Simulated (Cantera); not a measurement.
# Equilibrium for abatement and gas-phase synthesis: SO₂ + O₂ + H₂

Charge: 1 mol SO₂, 0.12 mol O₂, a varied amount of H₂, at 1150 °C and 35.0 mbar.

Cantera equilibrium calculation (NASA polynomials, part measured and part estimated; ideal gas, pure solids and liquids). Candidate condensed phases: H₂O, H₂SO₄, S; 19 gas species. Kinetics and transport are ignored.

```tsv
n(H₂) (mol)	x H₂	x H₂O	x S₂	x H₂S	x SO₂	x SO	x SH
2.2	0.108	0.651	0.120	0.0377	0.0789	0.00194	0.00134
2.7	0.160	0.638	0.112	0.0537	0.0335	0.00124	0.00157
3.4	0.251	0.573	0.0884	0.0752	0.00969	0.000631	0.00175
4.2	0.351	0.490	0.0636	0.0892	0.00308	0.000328	0.00176
5.3	0.459	0.402	0.0416	0.0943	0.000981	0.000166	0.00162
6.6	0.551	0.329	0.0270	0.0912	0.000368	9.14e-5	0.00143
8.3	0.634	0.265	0.0169	0.0830	0.000143	5.06e-5	0.00122
10	0.692	0.221	0.0115	0.0746	6.88e-5	3.19e-5	0.00105
13	0.759	0.171	0.00663	0.0622	2.59e-5	1.71e-5	0.000834
16	0.803	0.139	0.00429	0.0529	1.24e-5	1.06e-5	0.000689
```
x: gas mole fraction; nothing condenses.

From 2.2 mol H₂ to 16 mol H₂ nothing is condensed.
